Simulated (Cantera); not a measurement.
A freely propagating, adiabatic, planar premixed flame of 4.38 % CO, 0.438 % H2, 5.26 % CH4, 16.3 % O2, 73.6 % N2, equivalence ratio 0.79, unburnt at 700 K and 4.93 atm; mixture-averaged transport, grid criteria slope 0.08 and curve 0.16, no radiation.

Detailed kinetics in Cantera: GRI-Mech 3.0 (53 species, 325 reactions). Burning velocities carry a grid error of a few per cent, more on coarse grids.

x: mole fraction of selected species; z is measured from the peak of heat release.

| z (mm) | T (K) | u (m/s) | x CO | x H2 | x CH4 | x H2O | x C2H6 | x O |
|---|---|---|---|---|---|---|---|---|
| -0.351 | 701 | 0.731 | 0.0438 | 0.00457 | 0.0525 | 0.000142 | ___ | <1e-8 |
| -0.234 | 705 | 0.736 | 0.0438 | 0.00480 | 0.0523 | 0.000842 | ___ | <1e-8 |
| -0.175 | 716 | 0.747 | 0.0438 | 0.00506 | 0.0516 | 0.00249 | ___ | <1e-8 |
| -0.117 | 770 | 0.805 | 0.0440 | 0.00550 | 0.0487 | 0.00928 | ___ | 1.00e-8 |
| -0.0584 | 1045 | 1.10 | 0.0458 | 0.00621 | 0.0350 | 0.0368 | ___ | 3.32e-6 |
| -0.0292 | 1360 | 1.43 | 0.0480 | 0.00654 | 0.0194 | 0.0643 | ___ | 5.64e-5 |
| 0 | 1699 | 1.78 | 0.0464 | 0.00574 | 0.00410 | 0.0915 | ___ | 0.000682 |
| 0.0292 | 1866 | 1.94 | 0.0338 | 0.00367 | 0.000192 | 0.101 | ___ | 0.00216 |
| 0.0584 | 1947 | 2.02 | 0.0228 | 0.00283 | 5.02e-6 | 0.103 | <1e-8 | 0.00241 |
| 0.117 | 2037 | 2.10 | 0.0127 | 0.00214 | <1e-8 | 0.105 | <1e-8 | 0.00180 |
| 0.234 | 2112 | 2.16 | 0.00655 | 0.00125 | <1e-8 | 0.108 | <1e-8 | 0.000955 |
| 0.468 | 2156 | 2.20 | 0.00309 | 0.000597 | <1e-8 | 0.110 | <1e-8 | 0.000436 |
| 0.935 | 2174 | 2.22 | 0.00154 | 0.000322 | <1e-8 | 0.111 | <1e-8 | 0.000238 |

Problem. Some entries are withheld; supply them.

Solution. 
- -0.351, x C2H6: 6.47e-8
- -0.234, x C2H6: 7.35e-7
- -0.175, x C2H6: 3.34e-6
- -0.117, x C2H6: 2.50e-5
- -0.0584, x C2H6: 0.000220
- -0.0292, x C2H6: 0.000318
- 0, x C2H6: 3.65e-5
- 0.0292, x C2H6: 7.39e-8
